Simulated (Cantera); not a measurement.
Input: 1 mol C3H8, 0.28 mol O2, held at 1827 °C and 69.0 mbar.

Equilibrium computed with Cantera from the NASA thermochemical tables; the gas is ideal and each condensed phase is pure. Candidate condensed phases: C, C6H6, C7H8, C8H18, H2O; 110 gas species. Equilibrium is a limit: real reactors are often held back by kinetics, nucleation or transport.

Base state: H2 0.866, CO 0.122, H 0.0110, C2H2 (acetylene) 0.00125, CH4 1.71e-5 (mole fractions); condensed: C(graphite).

Question: What changes in the equilibrium state with this change: pressure from 69.0 mbar to 32.0 mbar?

Answer: 
```csv
species,before,after
H2,0.866,0.861
CO,0.122,0.122
H,0.0110,0.0162
CH4,1.71e-5,7.82e-6
C2H2 (acetylene),0.00125,0.00124
"C(graphite), mol",2.43,2.43
```
